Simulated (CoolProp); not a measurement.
Vapour pressure (bar) of octamethyltrisiloxane (MDM): the reference equation beside estimates from Tc = 292.2 °C, pc = 14.38 bar, ω = 0.528. Clausius-Clapeyron is anchored at 161.25 °C with a constant enthalpy of vaporisation of 35.13 kJ/mol.

Values from CoolProp's reference Helmholtz-energy equation of state, Thol 2017.

```tsv
T (°C)	reference	Lee-Kesler	Clausius-Clapeyron	van der Waals	Soave-Redlich-Kwong
61.65	0.03954	0.04006	0.07020	1.157	0.04019
75.85	0.07599	0.07627	0.1173	1.469	0.07639
90.05	0.1368	0.1364	0.1883	1.832	0.1365
104.35	0.2334	0.2320	0.2926	2.255	0.2319
118.55	0.3778	0.3746	0.4390	2.734	0.3745
132.75	0.5857	0.5802	0.6402	3.275	0.5805
146.95	0.8746	0.8661	0.9101	3.881	0.8679
161.25	1.267	1.255	1.267	4.560	1.261
175.45	1.780	1.762	1.724	5.306	1.775
189.65	2.437	2.414	2.302	6.124	2.440
203.85	3.264	3.236	3.021	7.017	3.281
218.15	4.296	4.264	3.909	7.994	4.334
232.35	5.550	5.516	4.977	9.043	5.616
246.55	7.065	7.038	6.254	10.17	7.166
260.75	8.886	8.874	7.763	11.39	9.017
```

Absolute difference from the reference over all 15 rows, mean and median: Lee-Kesler 0.7 and 0.8 %, Clausius-Clapeyron 18.9 and 10.3 %, van der Waals 609.1 and 259.9 %, Soave-Redlich-Kwong 0.8 and 0.8 %.
